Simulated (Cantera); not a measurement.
Input: 1 mol FeS, 760 mol H2, 0.43 mol N2, held at 0.210 bar.

These are equilibrium values from Cantera (NASA tables, ideal gas, pure condensed phases), not measurements of a reactor. Candidate condensed phases: Fe, FeS, FeS2, S; 16 gas species. Rates play no part.

Task: At 1275 °C, list the 5 most abundant gas species with their mole fractions, and the condensed phases.

Result: H2 0.998, H2S 0.00129, N2 0.000565, H 6.71e-5, SH 1.90e-5. Condensed: Fe(γ).
